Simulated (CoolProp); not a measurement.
Saturated liquid density (kg/m³) of chlorine: the reference equation beside estimates from Tc = 143.7 °C, pc = 7.642 MPa, ω = 0.070. Rackett uses Z = 0.29056 − 0.08775 ω.

Values from CoolProp's reference Helmholtz-energy equation of state, Thol 2021.

```json
[
 {"T (°C)": "-40.65", "reference": "1582", "Rackett": "1488", "van der Waals": "990.7", "Redlich-Kwong": "1465", "Soave-Redlich-Kwong": "1459", "Peng-Robinson": "1646"},
 {"T (°C)": "-36.35", "reference": "1570", "Rackett": "1478", "van der Waals": "984.2", "Redlich-Kwong": "1454", "Soave-Redlich-Kwong": "1449", "Peng-Robinson": "1635"},
 {"T (°C)": "-32.15", "reference": "1559", "Rackett": "1468", "van der Waals": "977.9", "Redlich-Kwong": "1443", "Soave-Redlich-Kwong": "1439", "Peng-Robinson": "1624"},
 {"T (°C)": "-27.85", "reference": "1547", "Rackett": "1458", "van der Waals": "971.3", "Redlich-Kwong": "1432", "Soave-Redlich-Kwong": "1428", "Peng-Robinson": "1612"},
 {"T (°C)": "-23.55", "reference": "1535", "Rackett": "1448", "van der Waals": "964.5", "Redlich-Kwong": "1420", "Soave-Redlich-Kwong": "1417", "Peng-Robinson": "1600"},
 {"T (°C)": "-19.35", "reference": "1523", "Rackett": "1438", "van der Waals": "957.9", "Redlich-Kwong": "1409", "Soave-Redlich-Kwong": "1406", "Peng-Robinson": "1589"},
 {"T (°C)": "-15.05", "reference": "1511", "Rackett": "1427", "van der Waals": "951.0", "Redlich-Kwong": "1397", "Soave-Redlich-Kwong": "1395", "Peng-Robinson": "1576"},
 {"T (°C)": "-10.85", "reference": "1499", "Rackett": "1417", "van der Waals": "944.1", "Redlich-Kwong": "1385", "Soave-Redlich-Kwong": "1384", "Peng-Robinson": "1564"},
 {"T (°C)": "-6.55", "reference": "1487", "Rackett": "1406", "van der Waals": "936.9", "Redlich-Kwong": "1372", "Soave-Redlich-Kwong": "1372", "Peng-Robinson": "1551"}
]
```

Absolute difference from the reference over all 9 rows, mean and median: Rackett 5.7 and 5.7 %, van der Waals 37.2 and 37.2 %, Redlich-Kwong 7.5 and 7.5 %, Soave-Redlich-Kwong 7.7 and 7.7 %, Peng-Robinson 4.2 and 4.2 %.
